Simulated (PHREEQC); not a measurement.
Make-up at 25 °C: 20 mmol/kgw HF, 3 mmol/kgw NaF and 0.031 mmol/kgw H2SiF6. Closed to the air; pH follows from the charge balance.

Computed with PHREEQC (ion-association model, phreeqc.dat).

Precipitation was switched off in this run.

### Question
Order these F species by the share of F that they hold, largest first: F-, SiF6-2, HF2-, HF.

### Answer
HF (74 %), F- (22 %), HF2- (2.9 %), SiF6-2 (0.80 %)

The pH is 2.62 and the ionic strength 0.00560 mol/kgw. Complexes and solids missing from the database can't appear. SiF6-2 is the database's only silicon fluoride.
